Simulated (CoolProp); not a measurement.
Saturation properties of ethanol (Tc = 514.7 K, pc = 6.268 MPa, ω = 0.644).

The numbers come from the reference Helmholtz-energy equation of state, Schroeder 2014 in CoolProp.

```tsv
T (K)	p (MPa)	enthalpy of vaporisation (kJ/kg)	vapour Z	surface tension (mN/m)	liquid viscosity (µPa s)	liquid conductivity (mW/(m K))
410.7	0.7079	724.0	0.8856	10.8	199	145
424.1	1.006	685.8	0.8570	9.50	168	___
437.5	1.394	643.5	0.8238	___	142	140
450.9	1.887	596.6	0.7855	6.78	___	138
464.3	2.500	544.2	___	5.40	___	136
477.8	3.259	483.8	0.6873	3.99	86.0	134
491.2	4.173	410.2	0.6193	2.57	71.3	___
504.6	5.272	301.2	0.5164	___	54.6	136
```

Problem. Fill in the missing entries.

Solution. 
- 424.1, liquid conductivity (mW/(m K)): 143
- 437.5, surface tension (mN/m): 8.15
- 450.9, liquid viscosity (µPa s): 120
- 464.3, vapour Z: 0.7410
- 464.3, liquid viscosity (µPa s): 102
- 491.2, liquid conductivity (mW/(m K)): 133
- 504.6, surface tension (mN/m): 1.10

It boils at 351.6 K under 1 atm.

Viscosity comes from a separate model (Kiselev 2005). Thermal conductivity comes from a separate model (Assael 2013). Surface tension comes from a separate correlation (Mulero 2012).
